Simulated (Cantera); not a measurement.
A perfectly stirred reactor is fed with CO : H2 : O2 : N2 : H2O = 1 : 0.58 : 0.868 : 3.26 : 0.51 (molar parts), equivalence ratio 0.91, at 1.30 bar; it is adiabatic with a 500 K inlet, and is followed from long to short residence time, starting on the burning branch (τ in s: 0.094, 0.03, 0.0097, 0.0031, 0.00099, 0.00032, 0.0001, 3.2e-05, 1e-05, 3.3e-06).

Cantera simulation using GRI-Mech 3.0 (53 species, 325 reactions); the numbers are that mechanism's predictions, not measurements.

### Question
Predict: blow-out, bracketed by the residence times tried; x(CO) at τ = 94.0 ms; x(H2) at τ = 94.0 ms; x(O2) at τ = 94.0 ms; x(N2O) at τ = 94.0 ms; x(H2O) at τ = 94.0 ms; x(CO) at τ = 0.320 ms; x(H2) at τ = 0.320 ms; x(O2) at τ = 0.320 ms; x(N2O) at τ = 0.320 ms; x(H2O) at τ = 0.320 ms.

### Answer
```
Quantity                                                                       Result
------------------------------------------------  -----------------------------------
blow-out, bracketed by the residence times tried  burning at 0.100 ms, out at 32.0 µs
x(CO) at τ = 94.0 ms                                                           0.0135
x(H2) at τ = 94.0 ms                                                          0.00276
x(O2) at τ = 94.0 ms                                                           0.0196
x(N2O) at τ = 94.0 ms                                                         2.18e-7
x(H2O) at τ = 94.0 ms                                                           0.193
x(CO) at τ = 0.320 ms                                                          0.0468
x(H2) at τ = 0.320 ms                                                          0.0120
x(O2) at τ = 0.320 ms                                                          0.0398
x(N2O) at τ = 0.320 ms                                                        1.70e-7
x(H2O) at τ = 0.320 ms                                                          0.171
```
